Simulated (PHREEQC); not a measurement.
PHREEQC input (ion-association model, wateq4f.dat):

```
SOLUTION_MASTER_SPECIES
  An  An-  0  An  62.0  # stands for a non-complexing anion
SOLUTION_SPECIES
  An- = An-
    -log_k 0
    -gamma 3.0 0
PHASES
  Fix_H+
    H+ = H+
    -log_k 0
SOLUTION 1
  temp 25
  units mmol/kgw
  pH 7 charge
  Cl 0.01838
  Ni 0.00065
  Cu(2) 0.00074
  Ba 0.0078
  Na 1
  An 1
END
SELECTED_OUTPUT 1
  -reset false
  -pH true
  -pe true
  -ionic_strength true
  -water true
  -totals Ba Cl Cu Na Ni Cu(1) Cu(2)
  -molalities Hfo_wOH Hfo_wOH2+ Hfo_wO- Hfo_sOH Hfo_sOH2+ Hfo_sO- Hfo_sONi+ Hfo_wONi+ Hfo_sOHBa+2 Hfo_wOBa+
    Hfo_sOCu+ Hfo_wOCu+
  -saturation_indices Cu(OH)2 Atacamite Ni(OH)2 Halite
USER_PUNCH 1
  -headings sigma psi
  10 PUNCH EDL("sigma", "Hfo"), EDL("psi", "Hfo")
PRINT
  -reset false
USE solution 1
SURFACE 1
  Hfo_wOH 0.000314607 600 0.14
  Hfo_sOH 7.86517e-06
EQUILIBRIUM_PHASES 1
  Fix_H+ -3 HAn 10
    -force_equality true
  O2(g) -0.68 10
END
# ... the last block is repeated for the other 16 points of pH, with NaOH or the acid as the point needs
```

Selected output (columns that matter, 17 of 17 rows; pH added in front):

```
pH	mu	Ba	Cu	Na	Ni	m_Hfo_wOH	m_Hfo_wOH2+	m_Hfo_wO-	si_Cu(OH)2	si_Atacamite	si_Ni(OH)2	si_Halite	sigma	psi
3	0.0021879	7.8e-06	7.3984e-07	0.001	6.5e-07	9.6215e-05	0.00021742	9.7542e-07	-8.8583	-15.535	-11.077	-9.3626	0.25485	0.23284
3.5	0.0014335	7.8e-06	7.3885e-07	0.001	6.5e-07	0.00015733	0.00015358	3.6924e-06	-7.8434	-14.001	-10.061	-9.3544	0.17649	0.22482
4	0.0011833	7.8e-06	7.3174e-07	0.001	6.4998e-07	0.00019695	0.00010954	8.1119e-06	-6.8415	-12.495	-9.0543	-9.3512	0.11944	0.20969
4.5	0.0010947	7.8e-06	6.8295e-07	0.001	6.4986e-07	0.0002199	8.1019e-05	1.3673e-05	-5.8692	-11.05	-8.0519	-9.35	0.079351	0.1907
5	0.0010593	7.8e-06	4.5238e-07	0.001	6.4892e-07	0.00023208	6.2839e-05	1.9636e-05	-5.0474	-9.9065	-7.0515	-9.3495	0.051163	0.16903
5.5	0.0010428	7.7999e-06	1.223e-07	0.001	6.415e-07	0.0002378	5.1578e-05	2.5117e-05	-4.6166	-9.5447	-6.0561	-9.3492	0.031827	0.14515
6	0.0010345	7.799e-06	1.7068e-08	0.001	5.8382e-07	0.00024015	4.4895e-05	2.9428e-05	-4.4812	-9.7739	-5.0968	-9.3491	0.019084	0.11939
6.5	0.0010295	7.7921e-06	2.3192e-09	0.001	3.254e-07	0.00024102	4.0889e-05	3.2545e-05	-4.419	-10.149	-4.3506	-9.349	0.011035	0.09231
7	0.0010261	7.734e-06	6.1477e-10	0.001	6.5057e-08	0.00024129	3.8429e-05	3.4708e-05	-4.3756	-10.563	-4.05	-9.349	0.0060378	0.064355
7.5	0.0010248	7.2798e-06	4.5973e-10	0.0010016	8.0892e-09	0.00024135	3.6563e-05	3.6497e-05	-4.3271	-10.966	-3.9565	-9.3483	0.0028576	0.036062
8	0.0010246	5.4333e-06	6.0826e-10	0.001008	1.223e-09	0.00024114	3.3852e-05	3.9352e-05	-4.1803	-11.172	-3.781	-9.3455	0.00061971	0.0084412
8.5	0.0010252	2.9013e-06	1.087e-09	0.0010171	2.7125e-10	0.00024035	3.0745e-05	4.3046e-05	-3.9246	-11.161	-3.4497	-9.3416	-0.0014012	-0.018748
9	0.0010317	1.2301e-06	1.8188e-09	0.0010297	7.1571e-11	0.00023921	2.8395e-05	4.6165e-05	-3.7004	-11.212	-3.0914	-9.3364	-0.0038852	-0.046406
9.5	0.0010549	3.7096e-07	2.3893e-09	0.0010571	2.3005e-11	0.00023787	2.6435e-05	4.9035e-05	-3.5818	-11.475	-2.8603	-9.3253	-0.0076398	-0.074291
10	0.0011285	6.2232e-08	2.7329e-09	0.0011344	1.4678e-11	0.00023612	2.4187e-05	5.2807e-05	-3.5236	-11.859	-2.7679	-9.2957	-0.014011	-0.10177
10.5	0.0013596	8.3699e-09	3.1835e-09	0.0013708	1.7345e-11	0.00023259	2.0755e-05	5.9714e-05	-3.4578	-12.229	-2.7028	-9.2165	-0.02584	-0.12781
11	0.0020936	1.3628e-09	4.2982e-09	0.0021153	3.378e-11	0.00022282	1.5154e-05	7.5053e-05	-3.3293	-12.476	-2.5867	-9.0363	-0.049984	-0.15041
```

The database's constant for dissolved Cu(OH)2 is higher than later reviews accept. The oxide is taken as insoluble; below pH 4 it would dissolve.
